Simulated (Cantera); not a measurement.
Cantera run, input and output.

```python
import numpy as np
import cantera as ct

gas = ct.Solution("gri30.yaml")
gas.TPX = 373, 100000, {'CH4': 1, 'H2': 0.038, 'O2': 4.7, 'N2': 17.7}
inlet = ct.Reservoir(gas, clone=True)
gas.equilibrate("HP")  # start burning
reactor = ct.IdealGasConstPressureReactor(gas, energy="on", clone=False)
exhaust = ct.Reservoir(gas, clone=True)
tau = [0.064, 0.027, 0.012, 0.0049, 0.0021, 0.00087, 0.00037, 0.00016, 6.6e-05, 2.8e-05, 1.2e-05][0]
for a, b in ((inlet, reactor), (reactor, exhaust)):
    ct.MassFlowController(a, b, mdot=lambda t: reactor.mass / tau)
net = ct.ReactorNet([reactor])
show = ['CH4', 'H2', 'O2', 'CH3', 'H2O2']

rows = []
print(f"{'tau/s':>10s}{'T/K':>9s}" + "".join(f"{s:>11s}" for s in show))
for tau in [0.064, 0.027, 0.012, 0.0049, 0.0021, 0.00087, 0.00037, 0.00016, 6.6e-05, 2.8e-05, 1.2e-05]:
    net.initial_time = 0.0
    net.advance(30 * tau)
    before = gas.X
    net.advance(40 * tau)
    drift = np.max(np.abs(gas.X - before) / (gas.X + 1e-9))
    rows.append([gas.T, *gas[show].X, drift])
    print(f"{tau:10.3e}{gas.T:9.1f}" + "".join(f"{x:11.3e}" for x in gas[show].X))
```

It prints:

```
     tau/s      T/K        CH4         H2         O2        CH3       H2O2
 6.400e-02   1392.6  6.464e-05  5.245e-05  1.148e-01  5.801e-06  2.538e-07
 2.700e-02   1385.6  1.179e-04  1.000e-04  1.152e-01  9.552e-06  3.819e-07
 1.200e-02   1373.0  2.163e-04  1.879e-04  1.159e-01  1.552e-05  5.754e-07
 4.900e-03   1341.3  5.012e-04  4.200e-04  1.178e-01  2.967e-05  1.044e-06
 2.100e-03    373.0  4.267e-02  1.621e-03  2.005e-01  9.639e-23  5.206e-19
 8.700e-04    373.0  4.267e-02  1.621e-03  2.005e-01  3.836e-26  2.071e-22
 3.700e-04    373.0  4.267e-02  1.621e-03  2.005e-01  2.430e-27  1.308e-23
 1.600e-04    373.0  4.267e-02  1.621e-03  2.005e-01  1.567e-28  8.263e-25
 6.600e-05    373.0  4.267e-02  1.621e-03  2.005e-01  1.121e-29  5.220e-26
 2.800e-05    373.0  4.267e-02  1.621e-03  2.005e-01  1.263e-30  3.297e-27
 1.200e-05    373.0  4.267e-02  1.621e-03  2.005e-01  3.177e-31  2.083e-28
```

Cantera simulation using GRI-Mech 3.0 (53 species, 325 reactions); the numbers are that mechanism's predictions, not measurements.
